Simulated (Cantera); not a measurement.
A Cantera script and what it prints.

```python
import numpy as np
import cantera as ct

gas_names = [...]  # 151 gases of nasa_gas.yaml made of C, H, N, O, Si
cond_names = """
    C(gr) C6H6(L) C7H8(L) C8H18(L),n-octa H2O(s) H2O(L) Si(cr) Si(L) SiC(b) SiO2(Lqz) SiO2(hqz) SiO2(L)
    Si2N2O(s) Si3N4(a)
""".split()


# ... load() reads the species with a 1 bar reference pressure and builds the phases ...
atoms = {
    'SiC': {'Si': 1, 'C': 1},
    'H2O': {'H': 2, 'O': 1},
    'N2': {'N': 2},
}
top_T = {'C(gr)': 4500, 'SiC(b)': 3050, 'Si2N2O(s)': 2100, 'Si3N4(a)': 2400}  # K; cautious upper limits of use, not melting points


# ... equilibrate(T, P, feed) seeds the gas with the atoms and calls Mixture.equilibrate('TP', solver="vcs", rtol=1e-11, max_steps=5000) ...
results = []
feed = {'SiC': 1, 'H2O': 0.0041, 'N2': 300}  # mol
P = 1000  # Pa
for T in [2023, 2048, 2073, 2098, 2123, 2148, 2173, 2198]:
    mix = equilibrate(T, P, feed)
    results.append((T, P, feed, dict(zip(mix.species_names, mix.species_moles))))

top = {s: max(r[3][s] / sum(r[3][g] for g in gas_names) for r in results) for s in gas_names}
cols = sorted((s for s in top if top[s] > 1e-06), key=lambda s: -top[s])[:8]
seen = [c for c in cond_names if any(r[3].get(c, 0) > 1e-12 for r in results)]
print("log10 of partial pressures in bar; condensed amounts in mol")
print(f"{'T/K':>10s}" + "".join(f"{s[:9]:>10s}" for s in cols + seen))
for T, P, feed, n in results:
    ng = sum(n[g] for g in gas_names)
    print(f"{T:10.4g}" + "".join(f"{np.log10(max(n[s] / ng * P / 1e5, 1e-99)):10.3f}" for s in cols)
          + "".join(f"{n.get(c, 0):10.4g}" for c in seen))
```

Result:

```
log10 of partial pressures in bar; condensed amounts in mol
       T/K        N2        Si      SiC2      Si2C        CN       SiN         H        CO     C(gr)    SiC(b)
      2023    -2.000    -5.469    -6.806    -6.990    -7.119    -7.077    -6.860    -6.869   0.09187    0.8843
      2048    -2.000    -5.307    -6.596    -6.784    -6.983    -6.941    -6.842    -6.869     0.137    0.8303
      2073    -2.000    -5.149    -6.390    -6.583    -6.849    -6.807    -6.827    -6.869    0.2005    0.7532
      2098    -2.001    -4.995    -6.190    -6.387    -6.719    -6.677    -6.812    -6.870     0.289     0.644
      2123    -2.001    -4.845    -5.994    -6.195    -6.592    -6.549    -6.800    -6.870    0.4114    0.4901
      2148    -2.001    -4.698    -5.803    -6.009    -6.468    -6.425    -6.788    -6.871    0.5793    0.2749
      2173    -2.001    -4.563    -5.626    -5.845    -6.347    -6.313    -6.777    -6.871    0.7888         0
      2198    -2.001    -4.558    -5.579    -5.937    -6.229    -6.330    -6.767    -6.870    0.7754         0
```

These are equilibrium values from Cantera (NASA tables, ideal gas, pure condensed phases), not measurements of a reactor. The tables' values for SiN are old estimates; treat these amounts as uncertain.
